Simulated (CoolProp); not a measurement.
Acetone along the isotherm 318.6 K: fugacity coefficient from the reference equation and from simpler models built on Tc = 508.1 K, pc = 4692 kPa, ω = 0.307; each cubic takes its own stable root.

Computed with CoolProp (reference Helmholtz-energy equation of state, Lemmon 2006). It is a short technical equation, of lower accuracy than the large ones.

```tsv
p (kPa)	phase	reference
3350	liquid	0.02188
6700	liquid	0.01204
10100	liquid	0.008799
13400	liquid	0.007281
16800	liquid	0.006392
20100	liquid	0.005861
23500	liquid	0.005513
26800	liquid	0.005300
30200	liquid	0.005168
33500	liquid	0.005104
36900	liquid	0.005089
40200	liquid	0.005115
43600	liquid	0.005176
46900	liquid	0.005265
```

Question: How far does each simpler model (van der Waals, Redlich-Kwong, Soave-Redlich-Kwong, Peng-Robinson) lie from the reference over these 14 states: mean and median of the absolute difference, and the worst?

Answer: 
- van der Waals: mean 1252.4 %, median 1196.3 %, worst +2033.0 % at 318.6 K and 46900 kPa
- Redlich-Kwong: mean 170.4 %, median 169.4 %, worst +221.2 % at 318.6 K and 46900 kPa
- Soave-Redlich-Kwong: mean 21.0 %, median 20.5 %, worst +41.4 % at 318.6 K and 46900 kPa
- Peng-Robinson: mean 10.6 %, median 10.5 %, worst +19.5 % at 318.6 K and 46900 kPa
